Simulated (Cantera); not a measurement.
# Stirred combustor or abatement burner

A perfectly stirred reactor is fed with CH₃OH : O₂ : N₂ = 1 : 3.49 : 13.1 (molar parts), at 1.18 atm; it is adiabatic with a 475 K inlet, and is followed from long to short residence time, starting on the burning branch (τ in s: 0.022, 0.013, 0.0072, 0.0041, 0.0024, 0.0014, 0.00078, 0.00045, 0.00026, 0.00015, 8.5e-05).

Cantera simulation using GRI-Mech 3.0 (53 species, 325 reactions); the numbers are that mechanism's predictions, not measurements. GRI-Mech 3.0 was tuned for natural gas; its chemistry of methanol as a main component is partial and can be far from experiment.

```csv
τ (s),T (K),x CH₃OH,x O₂,x CO₂,x H₂,x C₂H₂,x HO₂
0.022,1529,2.63e-5,0.110,0.0540,8.63e-5,<1e-12,1.58e-5
0.013,1524,3.87e-5,0.111,0.0533,0.000122,<1e-12,2.31e-5
0.0072,1513,6.18e-5,0.111,0.0521,0.000184,1.52e-12,3.60e-5
0.0041,1496,0.000106,0.112,0.0499,0.000285,4.05e-12,5.94e-5
0.0024,475,0.0569,0.198,<1e-12,<1e-12,<1e-12,<1e-12
0.0014,475,0.0569,0.198,<1e-12,<1e-12,<1e-12,<1e-12
0.00078,475,0.0569,0.198,<1e-12,<1e-12,<1e-12,<1e-12
0.00045,475,0.0569,0.198,<1e-12,<1e-12,<1e-12,<1e-12
0.00026,475,0.0569,0.198,<1e-12,<1e-12,<1e-12,<1e-12
0.00015,475,0.0569,0.198,<1e-12,<1e-12,<1e-12,<1e-12
8.5e-5,475,0.0569,0.198,<1e-12,<1e-12,<1e-12,<1e-12
```
x: mole fraction; the columns are a selection and need not sum to one.
